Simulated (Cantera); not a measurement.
Input: 1 mol FeS2, 1.3 mol H2S, 6.5 mol H2O, at 925 K and 19.0 bar.

Equilibrium computed with Cantera from the NASA thermochemical tables; the gas is ideal and each condensed phase is pure. Candidate condensed phases: Fe, FeO, Fe(OH)2, Fe(OH)3, FeS, FeSO4, FeS2, Fe2O3, Fe2(SO4)3, Fe3O4, H2O, H2SO4, S; 22 gas species. FeS: taken at fixed stoichiometry. Gases not in the tables: S3 to S7. Equilibrium is a limit: real reactors are often held back by kinetics, nucleation or transport.

Q: What is the equilibrium state?

A: x(H2O): 0.827
x(H2S): 0.167
x(H2): 0.00290
x(SO2): 0.00187
x(S2): 0.00165
x(S2O): 4.46e-5
n(FeS(s)): 0.0480 mol
n(FeS2(s)): 0.952 mol
gas amount: 7.828 mol
log10 activity of S(l) (absent): -0.90
log10 activity of Fe(α) (absent): -5.00
log10 activity of Fe(OH)2(s) (absent): -5.15
